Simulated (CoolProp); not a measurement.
Saturation properties of CH2F2 (R32).

Model: reference Helmholtz-energy equation of state, Tillner-Roth 1997, in CoolProp.

```tsv
T (K)	p (MPa)	liquid density (kg/m³)	enthalpy of vaporisation (kJ/kg)	liquid cp (kJ/(kg K))	liquid viscosity (µPa s)
178.2	0.005921	1326	424.8	1.559	618
189.9	0.01480	1297	413.8	1.560	495
201.6	0.03272	1266	402.5	1.565	405
213.3	0.06550	1235	390.6	1.576	338
225.1	0.1213	1203	377.9	1.593	285
236.8	0.2087	1170	364.5	1.616	243
248.5	0.3392	1135	350.1	1.646	208
260.2	0.5253	1098	334.4	1.686	179
271.9	0.7810	1060	317.2	1.739	155
283.6	1.122	1018	298.1	1.809	134
```

It boils at 221.5 K under 1 atm.

Viscosity comes from a separate model (Bell 2016), an estimate that may be off by 10 % or more.
